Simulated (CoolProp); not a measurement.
C3F8 (R218) at 293.15 K and 1.28 MPa flows at 2.8 m/s in a round tube of 2 mm bore and 1.5 µm roughness, fully developed (64/Re and Nu = 3.66 if laminar; Colebrook and Gnielinski if turbulent). Each further row changes one setting.

Model: reference Helmholtz-energy equation of state, Lemmon 2006, in CoolProp. It is a short technical equation, of lower accuracy than the large ones.

```json
[
 {"case": "as stated", "Reynolds number": "41200", "Darcy friction factor": "0.0240", "pressure drop (Pa/m)": "64100", "heat-transfer coefficient (W/(m² K))": "5800", "mass flow (kg/h)": "43.1"},
 {"case": "velocity 5.6 m/s", "Reynolds number": "82400", "Darcy friction factor": "0.0218", "pressure drop (Pa/m)": "232000", "heat-transfer coefficient (W/(m² K))": "10900", "mass flow (kg/h)": "86.1"},
 {"case": "diameter 4 mm", "Reynolds number": "82400", "Darcy friction factor": "0.0204", "pressure drop (Pa/m)": "27200", "heat-transfer coefficient (W/(m² K))": "5200", "mass flow (kg/h)": "172"}
]
```

Viscosity comes from a separate model (Huber 2003), an estimate that may be off by 10 % or more. Thermal conductivity comes from a separate model (Huber 2003), an estimate that may be off by 10 % or more.
